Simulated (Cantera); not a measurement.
# NO annealing gas

An isothermal, constant-pressure homogeneous reactor starts with 43.5 % NO, 56.5 % N2, at 1698 K and 20.0 Torr.

Detailed kinetics in Cantera: GRI-Mech 3.0 (53 species, 325 reactions). Radical loss at walls, strong at low pressure, is not modelled.

```csv
t (s),x NO,x NO2,x O,x N2,x O2,x N2O
8.00e-5,0.435,6.50e-11,3.53e-8,0.565,4.48e-12,3.54e-8
0.000463,0.435,2.15e-9,2.03e-7,0.565,1.49e-10,2.04e-7
0.00267,0.435,6.87e-8,1.12e-6,0.565,4.90e-9,1.17e-6
0.0155,0.435,1.76e-6,5.33e-6,0.565,1.75e-7,6.53e-6
0.0894,0.435,1.65e-5,1.64e-5,0.565,1.09e-5,3.02e-5
0.517,0.434,2.42e-5,2.24e-5,0.565,0.000201,6.54e-5
2.99,0.432,2.84e-5,2.48e-5,0.567,0.00144,6.65e-5
17.3,0.417,4.51e-5,3.45e-5,0.574,0.00863,6.06e-5
100,0.341,8.05e-5,6.33e-5,0.612,0.0466,3.79e-5
```
x: mole fraction; the columns are a selection and need not sum to one.

Equilibrium at this temperature and pressure: NO 0.00292, NO2 1.52e-6, O 0.000125, N2 0.781, O2 0.216, N2O 2.77e-8 (gas phase only).
